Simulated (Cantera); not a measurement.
A closed system holds: 1 mol Pb, 1.5 mol O₂, 13 mol N₂, equilibrated at 1273 K and 12.0 mbar.

Equilibrium computed with Cantera from the NASA thermochemical tables; the gas is ideal and each condensed phase is pure. Candidate condensed phases: Pb, PbO, PbO₂, Pb₃O₄; 12 gas species. Gases not in the tables: (PbO)n polymers. Rates play no part.

Task: What is the equilibrium state?

Result: 
```json
{
 "x(N₂)": "0.906",
 "x(O₂)": "0.0699",
 "x(PbO)": "0.0233",
 "x(Pb)": "0.000654",
 "x(NO)": "0.000205",
 "n(PbO(l))": "0.656 mol",
 "gas_amount": "14.35 mol",
 "log10 activity of Pb(l) (absent)": "-2.37"
}
```
